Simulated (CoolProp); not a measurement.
Isopentane along the isotherm 226.85 °C: fugacity coefficient from the reference equation and from simpler models built on Tc = 187.2 °C, pc = 3.378 MPa, ω = 0.227; each cubic takes its own stable root.

The numbers come from the reference Helmholtz-energy equation of state, Lemmon 2006 in CoolProp. It is a short technical equation, of lower accuracy than the large ones.

```tsv
p (MPa)	phase	reference	van der Waals	Redlich-Kwong	Soave-Redlich-Kwong	Peng-Robinson
0.13	gas	0.9900	0.9907	0.9897	0.9901	0.9888
0.26	gas	0.9800	0.9814	0.9795	0.9803	0.9776
0.39	gas	0.9701	0.9721	0.9693	0.9705	0.9665
0.52	gas	0.9602	0.9628	0.9592	0.9607	0.9556
0.65	gas	0.9503	0.9536	0.9491	0.9510	0.9447
0.78	gas	0.9405	0.9443	0.9390	0.9414	0.9338
0.91	gas	0.9307	0.9351	0.9290	0.9317	0.9231
1.04	gas	0.9210	0.9259	0.9191	0.9222	0.9124
1.17	gas	0.9113	0.9167	0.9091	0.9127	0.9018
1.3	gas	0.9016	0.9075	0.8993	0.9032	0.8913
1.43	gas	0.8920	0.8983	0.8894	0.8937	0.8809
1.56	gas	0.8824	0.8891	0.8796	0.8843	0.8705
1.69	gas	0.8729	0.8799	0.8699	0.8750	0.8602
```
